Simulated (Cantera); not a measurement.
Feed: 1 mol Cu, 3.1 mol F₂, 0.6 mol H₂.

Equilibrium computed with Cantera from the NASA thermochemical tables; the gas is ideal and each condensed phase is pure. Candidate condensed phases: Cu, CuF₂; 15 gas species. Equilibrium is a limit: real reactors are often held back by kinetics, nucleation or transport.

Question: What condenses at these points (T in K, P in Pa): (948, 100); (1398, 32); (648, 10); (573, 320); (1023, 1000)?

Answer: 
```
T (K)  P in Pa  condensed phases  Cu condensed (%)
-----  -------  ----------------  ----------------
948        100              CuF₂              99.1
1398        32          gas only               0.0
648         10              CuF₂             100.0
573        320              CuF₂             100.0
1023      1000              CuF₂              99.1
```
